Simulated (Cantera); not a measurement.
A closed system holds: 1 mol B₂O₃, 13 mol NH₃, 0.24 mol H₂, held at 100000 Pa.

These are equilibrium values from Cantera (NASA tables, ideal gas, pure condensed phases), not measurements of a reactor. Candidate condensed phases: B, BN, B₂O₃, B₃O₃H₃, H₂O; 39 gas species. Mutual solubility and eutectic melting of coexisting phases are not modelled. Gases not in the tables: H₃BO₃. Rates play no part.

Question: Which condensed phases are stable at each of these points (T (K)): 1673, 1723, 1773, 1823, 1873, 1923, 1973, 2023, 2073, 2123, 2173, 2223?

Answer: 
| T (K) | condensed phases | B condensed (%) |
|---|---|---|
| 1673 | BN(s) + B₂O₃(l) | 89.1 |
| 1723 | BN(s) + B₂O₃(l) | 82.7 |
| 1773 | BN(s) + B₂O₃(l) | 72.4 |
| 1823 | BN(s) + B₂O₃(l) | 55.7 |
| 1873 | BN(s) + B₂O₃(l) | 28.3 |
| 1923 | gas only | 0.0 |
| 1973 | gas only | 0.0 |
| 2023 | gas only | 0.0 |
| 2073 | gas only | 0.0 |
| 2123 | gas only | 0.0 |
| 2173 | gas only | 0.0 |
| 2223 | gas only | 0.0 |

From 1673 K to 1873 K the condensed part is BN(s) + B₂O₃(l). From 1923 K to 2223 K nothing is condensed.
